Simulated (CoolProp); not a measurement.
Saturation properties of carbonyl sulfide (Tc = 378.8 K, pc = 6.369 MPa, ω = 0.098).

Model: reference Helmholtz-energy equation of state, Lemmon 2006, in CoolProp. It is a short technical equation, of lower accuracy than the large ones.

```
T (K)  p (MPa)  liquid density (kg/m³)  liquid cp (kJ/(kg K))  vapour Z
-----  -------  ----------------------  ---------------------  --------
183.5  0.01033                    1256                  1.164    0.9945
185.9  0.01225                    1251                  1.164    0.9938
188.4  0.01456                    1246                  1.163    0.9930
190.9  0.01721                    1241                  1.163    0.9921
193.3  0.02011                    1236                  1.164    0.9911
195.8  0.02354                    1231                  1.164    0.9900
198.3  0.02744                    1226                  1.165    0.9888
200.7  0.03166                    1221                  1.165    0.9876
203.2  0.03660                    1216                  1.166    0.9862
205.7  0.04214                    1211                  1.168    0.9848
208.1  0.04807                    1206                  1.169    0.9833
210.6  0.05493                    1200                  1.171    0.9816
213.1  0.06256                    1195                  1.173    0.9798
215.5  0.07065                    1190                  1.174    0.9780
```

It boils at 223.0 K under 1 atm.
